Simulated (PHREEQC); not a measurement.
Model water analysis in mg/L, 25 °C, pH 3.45, pe 8.1:

| constituent | mg/L |
|---|---|
| Na | 2570 |
| K | 47.8 |
| Ca | 210 |
| Mg | 197 |
| Cl | 726 |
| S(6) as SO4 | 5770 |
| Cu(2) | 5.1 |
| Br | 68.7 |
| Mn(2) | 62.6 |
| Pb | 9.56 |

Valence states are taken as typed.

Computed with PHREEQC (ion-association model, phreeqc.dat).

Question: The ionic strength comes out as 0.174 mol/kgw. What activity coefficients do Mn+2, Cu+2, KSO4-, Ca+2, PbCl+ get?

Answer: Mn+2 0.34, Cu+2 0.34, KSO4- 0.76, Ca+2 0.33, PbCl+ 0.75.

This is a speciation only: nothing precipitates in the calculation. Saturation is exceeded, for instance for Anglesite; the values hold only as long as no solid forms.
